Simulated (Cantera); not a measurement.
**Silicon epitaxy and polysilicon growth: Si2Cl6 + HCl + H2**

Feed: 1 mol Si2Cl6, 0.14 mol HCl, 25 mol H2, at 875 °C and 0.00150 bar.

Equilibrium computed with Cantera from the NASA thermochemical tables; the gas is ideal and each condensed phase is pure. Candidate condensed phases: Si; 19 gas species. The feed counts by its element totals alone. The tables' values for SiCl3 are old estimates; treat these amounts as uncertain. Equilibrium is a limit: real reactors are often held back by kinetics, nucleation or transport.

The x(H2) is 0.855 and the x(HCl) is 0.0998. The x(SiCl2) is 0.0256. The x(SiCl4) comes out as 0.0122 and the x(SiCl3) comes out as 0.00531. The x(SiHCl3) is 0.00209 and the x(SiH2Cl2) is 4.50e-5. The x(H) is 1.71e-6. The n(Si(s)) comes out as 0.750 mol and the gas amount is 27.67 mol.
